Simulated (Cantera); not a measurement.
Premixed flame

A freely propagating, adiabatic, planar premixed flame of CH₄ : C₂H₆ : C₃H₈ : O₂ : N₂ = 1 : 0.26 : 0.18 : 2.54 : 9.55 (molar parts), equivalence ratio 1.5, unburnt at 623 K and 4.93 atm; multicomponent transport, grid criteria slope 0.08 and curve 0.16, no radiation.

Model: GRI-Mech 3.0 (53 species, 325 reactions), integrated in Cantera. GRI-Mech 3.0 was tuned for natural gas; its chemistry of propane as a main component is partial and can be far from experiment. Burning velocities carry a grid error of a few per cent, more on coarse grids.

```csv
z (mm),T (K),u (m/s),x CH₄,x C₂H₆,x C₃H₈,x O₂,x H₂,x H₂O₂
-0.484,624,0.435,0.0735,0.0191,0.0132,0.187,0.00474,2.51e-7
-0.322,629,0.441,0.0729,0.0190,0.0132,0.185,0.0103,1.53e-6
-0.242,648,0.458,0.0716,0.0188,0.0131,0.182,0.0166,6.60e-6
-0.161,751,0.539,0.0668,0.0179,0.0126,0.171,0.0276,3.66e-5
-0.0806,1160,0.859,0.0491,0.0117,0.00815,0.125,0.0432,0.000105
-0.0403,1523,1.15,0.0322,0.00480,0.00223,0.0797,0.0515,2.27e-5
0,1862,1.44,0.0146,0.000548,3.30e-5,0.0357,0.0569,3.18e-6
0.0403,2044,1.58,0.00574,4.70e-5,7.76e-8,0.0127,0.0592,9.65e-7
0.0806,2116,1.64,0.00296,9.30e-6,<1e-8,0.00453,0.0611,3.03e-7
0.161,2158,1.67,0.00160,1.47e-6,<1e-8,0.000801,0.0645,4.41e-8
0.322,2170,1.68,0.00104,2.96e-7,<1e-8,6.72e-5,0.0681,<1e-8
0.645,2170,1.68,0.000666,9.14e-8,<1e-8,2.99e-6,0.0710,<1e-8
1.29,2167,1.69,0.000322,2.00e-8,<1e-8,7.37e-7,0.0734,<1e-8
```
x: mole fraction of selected species; z is measured from the peak of heat release.

| Property | Value |
|---|---|
| laminar burning velocity | 43.3 cm/s |
| thermal thickness | 0.161 mm |
| peak x(H₂) | 0.0751 |
| peak x(H₂O₂) | 0.000107 |
| grid points | 133 |
